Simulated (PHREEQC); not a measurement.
Consider water at 75 °C with 140 mmol/kgw KOH, 39 mmol/kgw Fe(NO3)3 and 0.011 mmol/kgw CO2. Closed to the air; pH follows from the charge balance.

Model: ion-association model, wateq4f.dat, run in PHREEQC.

No solid was allowed to form.

Q: Order these Fe species by the share of Fe that they hold, largest first: Fe(OH)4-, Fe(OH)3, Fe(OH)2+.

A: Fe(OH)4- (59 %), Fe(OH)3 (41 %), Fe(OH)2+ (0.32 %)

The pH is 8.32 and the ionic strength 0.140 mol/kgw. Examples of supersaturated solids here: Hematite (slow to form), Goethite (slow to form). Others may be too. Constants without temperature data keep their 25 °C values here.
